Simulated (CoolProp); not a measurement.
Vapour-liquid equilibrium of isobutane (1) + acetone (2) at 366.2 K; x and y are mole fractions of (1).

The numbers come from the multi-fluid Helmholtz-energy mixture model, Bücker 2006 and Lemmon 2006; pair parameters Bell 2016 in CoolProp.

```json
[
 {"x": "0.05", "bubble pressure (bar)": "4.992", "y at the bubble point": "0.377", "dew pressure at overall composition x (bar)": "3.270", "liquid density (mol/L)": "___"},
 {"x": "0.125", "bubble pressure (bar)": "7.405", "y at the bubble point": "0.585", "dew pressure at overall composition x (bar)": "3.556", "liquid density (mol/L)": "11.42"},
 {"x": "0.2", "bubble pressure (bar)": "9.316", "y at the bubble point": "0.676", "dew pressure at overall composition x (bar)": "___", "liquid density (mol/L)": "11.02"},
 {"x": "0.275", "bubble pressure (bar)": "10.79", "y at the bubble point": "0.727", "dew pressure at overall composition x (bar)": "4.294", "liquid density (mol/L)": "10.63"},
 {"x": "0.35", "bubble pressure (bar)": "11.92", "y at the bubble point": "0.759", "dew pressure at overall composition x (bar)": "4.785", "liquid density (mol/L)": "10.25"},
 {"x": "0.425", "bubble pressure (bar)": "12.81", "y at the bubble point": "0.783", "dew pressure at overall composition x (bar)": "5.398", "liquid density (mol/L)": "9.882"},
 {"x": "0.5", "bubble pressure (bar)": "13.52", "y at the bubble point": "0.802", "dew pressure at overall composition x (bar)": "6.186", "liquid density (mol/L)": "9.523"},
 {"x": "0.575", "bubble pressure (bar)": "14.16", "y at the bubble point": "0.820", "dew pressure at overall composition x (bar)": "7.231", "liquid density (mol/L)": "9.176"},
 {"x": "0.65", "bubble pressure (bar)": "14.75", "y at the bubble point": "0.838", "dew pressure at overall composition x (bar)": "8.674", "liquid density (mol/L)": "___"},
 {"x": "0.725", "bubble pressure (bar)": "15.35", "y at the bubble point": "0.860", "dew pressure at overall composition x (bar)": "10.73", "liquid density (mol/L)": "8.535"},
 {"x": "0.8", "bubble pressure (bar)": "15.95", "y at the bubble point": "0.886", "dew pressure at overall composition x (bar)": "13.45", "liquid density (mol/L)": "8.249"},
 {"x": "0.875", "bubble pressure (bar)": "16.55", "y at the bubble point": "0.920", "dew pressure at overall composition x (bar)": "15.71", "liquid density (mol/L)": "7.994"},
 {"x": "0.95", "bubble pressure (bar)": "17.11", "y at the bubble point": "0.963", "dew pressure at overall composition x (bar)": "16.96", "liquid density (mol/L)": "7.776"}
]
```

**Question.** Complete the blanks.

**Answer.** 
- 0.05, liquid density (mol/L): 11.83
- 0.2, dew pressure at overall composition x (bar): 3.892
- 0.65, liquid density (mol/L): 8.846

No azeotrope shows between x = 0.05 and 0.95.

Pair parameters are fitted to limited data, so mixtures are less certain than the pure fluids. With so large a gap from Raoult's law the liquid may split in two, which this calculation doesn't test in full.
